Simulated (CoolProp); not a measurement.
A single-stage vapour-compression cycle with R134a: evaporating at 265.15 K (dew point), condensing at 308.15 K (bubble point), superheat 10 K, subcooling 2 K, compressor efficiency 0.7, no pressure losses. Each further row changes one setting.

Model: reference Helmholtz-energy equation of state, Tillner-Roth 1994, in CoolProp.

```
case                              cooling COP  pressure ratio  discharge temperature (K)  refrigerating effect (kJ/kg)  volumetric capacity (kJ/m³)
--------------------------------  -----------  --------------  -------------------------  ----------------------------  ---------------------------
as stated                                3.55            4.09                      336.1                           156                         1610
evaporating temperature 270.15 K         4.19            3.38                      333.4                           160                         1970
condensing temperature 303.15 K          4.14            3.55                      329.7                           164                         1690
subcooling 7 K                           3.72            4.09                      336.1                           164                         1690
superheat 20 K                           3.58            4.09                      346.5                           165                         1630
compressor efficiency 0.6                3.04            4.09                      343.2                           156                         1610
```
